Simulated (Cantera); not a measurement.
An isothermal plug-flow reactor at 998 K and 3750 Torr (inlet), inlet velocity 1.3 m/s, active area per volume 100 1/m; feed 1.36 % H₂, 1.23 % O₂, 97.4 % N₂.

Model: Deutschmann's 1995 Pt surface mechanism with GRI-Mech 3.0 gas chemistry, integrated in Cantera. Catalytic surfaces can have several steady states; this one follows from the mechanism file's or the stated starting coverage. Mass transfer to the wall is taken as infinitely fast.

One state of this run: x H₂ = 1.76e-10; x O₂ = 0.00559; x H₂O = 0.0137; θ free Pt = 0.261; θ H* = 1.13e-6; θ O* = 0.733; θ OH* = 0.00519. x: gas mole fraction; θ: surface coverage.

Task: Which value of z (m) does it belong to?
(A) 0.00063
(B) 0.0012
(C) 0.0024
(D) 0.063

Result: D, 0.063
